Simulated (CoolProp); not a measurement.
Saturation properties of ammonia (Tc = 132.4 °C, pc = 113.6 bar, ω = 0.256).

The numbers come from the reference Helmholtz-energy equation of state, Gao 2020 in CoolProp.

```json
[
 {"T (°C)": "33.65", "p (bar)": "12.98", "vapour Z": "0.8623", "surface tension (mN/m)": "18.5", "vapour viscosity (µPa s)": "10.1", "liquid conductivity (mW/(m K))": "461"},
 {"T (°C)": "44.05", "p (bar)": "17.37", "vapour Z": "0.8344", "surface tension (mN/m)": "16.2", "vapour viscosity (µPa s)": "10.5", "liquid conductivity (mW/(m K))": "433"},
 {"T (°C)": "54.55", "p (bar)": "22.84", "vapour Z": "0.8027", "surface tension (mN/m)": "13.9", "vapour viscosity (µPa s)": "10.8", "liquid conductivity (mW/(m K))": "404"},
 {"T (°C)": "64.95", "p (bar)": "29.45", "vapour Z": "0.7675", "surface tension (mN/m)": "11.7", "vapour viscosity (µPa s)": "11.2", "liquid conductivity (mW/(m K))": "377"},
 {"T (°C)": "75.35", "p (bar)": "37.39", "vapour Z": "0.7279", "surface tension (mN/m)": "9.53", "vapour viscosity (µPa s)": "11.7", "liquid conductivity (mW/(m K))": "349"},
 {"T (°C)": "85.85", "p (bar)": "46.93", "vapour Z": "0.6830", "surface tension (mN/m)": "7.45", "vapour viscosity (µPa s)": "12.3", "liquid conductivity (mW/(m K))": "322"},
 {"T (°C)": "96.25", "p (bar)": "58.08", "vapour Z": "0.6321", "surface tension (mN/m)": "5.48", "vapour viscosity (µPa s)": "13.0", "liquid conductivity (mW/(m K))": "295"},
 {"T (°C)": "106.65", "p (bar)": "71.13", "vapour Z": "0.5729", "surface tension (mN/m)": "3.62", "vapour viscosity (µPa s)": "14.0", "liquid conductivity (mW/(m K))": "267"},
 {"T (°C)": "117.15", "p (bar)": "86.49", "vapour Z": "0.4992", "surface tension (mN/m)": "1.91", "vapour viscosity (µPa s)": "15.6", "liquid conductivity (mW/(m K))": "239"}
]
```

It boils at -33.3 °C under 1 atm.

Viscosity comes from a separate model (Fenghour 1995). Thermal conductivity comes from a separate model (Tufeu 1984). Surface tension comes from a separate correlation (Mulero 2012).
